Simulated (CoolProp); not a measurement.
Carbon monoxide at 494.1 K and 0.115 MPa is throttled through a valve to 0.0367 MPa with no heat exchange. Each further row changes one setting.

The numbers come from the reference Helmholtz-energy equation of state, Lemmon 2006 in CoolProp. It is a short technical equation, of lower accuracy than the large ones.

| case | temperature change (K) | final density (kg/m³) |
|---|---|---|
| as stated | -0.0 | 0.250 |
| outlet pressure 0.011 MPa | -0.1 | 0.0750 |
| outlet pressure 0.0477 MPa | -0.0 | 0.325 |
